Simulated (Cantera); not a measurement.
## Equilibrium for carbothermic reduction: PbO + CO + H₂

Charge: 1 mol PbO, 10 mol CO, 3.6 mol H₂, at 948 K and 1.00 bar.

These are equilibrium values from Cantera (NASA tables, ideal gas, pure condensed phases), not measurements of a reactor. Candidate condensed phases: C, C₆H₆, C₇H₈, C₈H₁₈, H₂O, Pb, PbO, PbO₂, Pb₃O₄; 113 gas species. The numbers say what is thermodynamically allowed, not how fast it happens.

* **x(CO)**: 0.396
* **x(CO₂)**: 0.275
* **x(H₂)**: 0.231
* **x(H₂O)**: 0.0887
* **x(CH₄)**: 0.00919
* **x(Pb)**: 4.79e-6
* **n(C(graphite))**: 2.77 mol
* **n(Pb(l))**: 1.000 mol
* **gas amount**: 10.64 mol
* **log10 activity of PbO₂(s) (absent)**: -17.50
